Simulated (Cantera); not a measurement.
## Equilibrium for chlorosilane synthesis and conversion: Si + HCl + H2

Feed: 1 mol Si, 3.9 mol HCl, 0.33 mol H2, held at 1.00 bar.

Cantera equilibrium calculation (NASA polynomials, part measured and part estimated; ideal gas, pure solids and liquids). Candidate condensed phases: Si; 19 gas species. The tables' values for SiCl3 are old estimates; treat these amounts as uncertain. Rates play no part.

```json
[
 {"T (K)": "698", "log p H2": "-0.16", "log p SiCl4": "-0.56", "log p HCl": "-2.92", "log p SiHCl3": "-1.50", "log p SiCl3": "-5.60", "log p SiCl2": "-8.12"},
 {"T (K)": "773", "log p H2": "-0.16", "log p SiCl4": "-0.56", "log p HCl": "-2.45", "log p SiHCl3": "-1.47", "log p SiCl3": "-4.79", "log p SiCl2": "-6.87"},
 {"T (K)": "848", "log p H2": "-0.17", "log p SiCl4": "-0.57", "log p HCl": "-2.10", "log p SiHCl3": "-1.42", "log p SiCl3": "-4.10", "log p SiCl2": "-5.78"},
 {"T (K)": "923", "log p H2": "-0.17", "log p SiCl4": "-0.58", "log p HCl": "-1.84", "log p SiHCl3": "-1.36", "log p SiCl3": "-3.50", "log p SiCl2": "-4.82"},
 {"T (K)": "998", "log p H2": "-0.18", "log p SiCl4": "-0.59", "log p HCl": "-1.63", "log p SiHCl3": "-1.29", "log p SiCl3": "-2.98", "log p SiCl2": "-3.97"},
 {"T (K)": "1073", "log p H2": "-0.18", "log p SiCl4": "-0.61", "log p HCl": "-1.47", "log p SiHCl3": "-1.24", "log p SiCl3": "-2.53", "log p SiCl2": "-3.24"},
 {"T (K)": "1148", "log p H2": "-0.19", "log p SiCl4": "-0.63", "log p HCl": "-1.32", "log p SiHCl3": "-1.20", "log p SiCl3": "-2.15", "log p SiCl2": "-2.62"},
 {"T (K)": "1223", "log p H2": "-0.20", "log p SiCl4": "-0.66", "log p HCl": "-1.17", "log p SiHCl3": "-1.20", "log p SiCl3": "-1.84", "log p SiCl2": "-2.12"}
]
```
log p: log10 of the partial pressure in bar; nothing condenses.

From 698 K to 1223 K nothing is condensed. The main Si-bearing gas is SiCl4 throughout.
